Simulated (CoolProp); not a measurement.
Ethanol along the isotherm 405.3 K: Z from the reference equation and from simpler models built on Tc = 514.7 K, pc = 6.268 MPa, ω = 0.644; each cubic takes its own stable root.

Computed with CoolProp (reference Helmholtz-energy equation of state, Schroeder 2014).

```tsv
p (MPa)	phase	reference
0.783	liquid	0.01585
1.57	liquid	0.03170
2.35	liquid	0.04733
3.13	liquid	0.06289
3.92	liquid	0.07859
4.7	liquid	0.09402
5.48	liquid	0.1094
6.27	liquid	0.1249
7.05	liquid	0.1401
7.83	liquid	0.1553
8.62	liquid	0.1707
9.4	liquid	0.1858
```

Task: How far does each simpler model (Redlich-Kwong, Soave-Redlich-Kwong, Peng-Robinson) lie from the reference over these 12 states: mean and median of the absolute difference, and the worst?

Result: 
- Redlich-Kwong: mean 500.5 %, median 33.0 %, worst +5643.2 % at 405.3 K and 0.783 MPa
- Soave-Redlich-Kwong: mean 20.7 %, median 20.7 %, worst +20.8 % at 405.3 K and 0.783 MPa
- Peng-Robinson: mean 6.8 %, median 6.8 %, worst +6.8 % at 405.3 K and 9.4 MPa

At some of these states Redlich-Kwong gives the other phase, because its saturation line lies elsewhere.
